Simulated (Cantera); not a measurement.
A closed system holds: 1 mol Ti(NMe₂)₄, 1 mol CH₄, 55 mol H₂, held at 10.0 mbar.

Cantera equilibrium calculation (NASA polynomials, part measured and part estimated; ideal gas, pure solids and liquids). Candidate condensed phases: C, C₆H₆, C₇H₈, C₈H₁₈, Ti, TiC, TiN; 93 gas species. The feed counts by its element totals alone. TiC: taken at fixed stoichiometry. Kinetics and transport are ignored.

x: gas mole fraction; n: condensed amount in mol.

```tsv
T (K)	x H₂	x N₂	x H	x HCN	x C₂H₂ (acetylene)	x HNC	n C(graphite)	n TiC(s)
1375	0.972	0.0281	3.38e-5	6.67e-5	1.73e-6	7.24e-7	7.99	1.00
1475	0.972	0.0281	0.000128	0.000146	6.48e-6	2.27e-6	7.99	1.00
1575	0.971	0.0280	…	…	…	…	7.97	1.00
1675	0.970	0.0279	0.00114	0.000524	5.64e-5	1.47e-5	7.95	1.00
1775	0.968	0.0277	…	…	…	…	7.91	1.00
1875	0.964	0.0273	0.00644	0.00142	0.000306	6.32e-5	7.85	1.00
1975	0.957	0.0269	0.0134	0.00214	0.000621	0.000116	7.75	1.000
```

Task: Complete the blanks.

Result: 
- 1775, x H: 0.00285
- 1775, x HCN: 0.000888
- 1775, x C₂H₂ (acetylene): 0.000138
- 1775, x HNC: 3.18e-5
- 1575, x H: 0.000410
- 1575, x HCN: 0.000289
- 1575, x C₂H₂ (acetylene): 2.05e-5
- 1575, x HNC: 6.14e-6
